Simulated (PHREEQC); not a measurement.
# Leach liquor: speciation

Solution (90 °C): 0.19 mol/kgw H2SO4, 0.029 mol/kgw Li2SO4 and 0.28 mol/kgw MnSO4. Closed to the air; pH follows from the charge balance.

Equilibrium calculation in PHREEQC: ion-association model, wateq4f.dat.

```json
{
 "pH": "1.37",
 "ionic_strength": "0.663 mol/kgw",
 "activity_of_water": "0.987",
 "total_alkalinity": "-380 meq/kg"
}
```

```tsv
species	molality	activity	log γ
HSO4-	0.322	0.198	-0.212
Mn+2	0.164	0.0315	-0.716
MnSO4	0.116	0.136	0.066
SO4-2	0.0585	0.00874	-0.826
H+	0.0581	0.0424	-0.136
Li+	0.0558	0.0369	-0.179
LiSO4-	0.00223	0.00141	-0.200
MnOH+	2.31e-9	1.46e-9	-0.200
```

Precipitation was switched off in this run. At this temperature some constants are extrapolated from 25 °C, and those without enthalpy data are left unchanged.
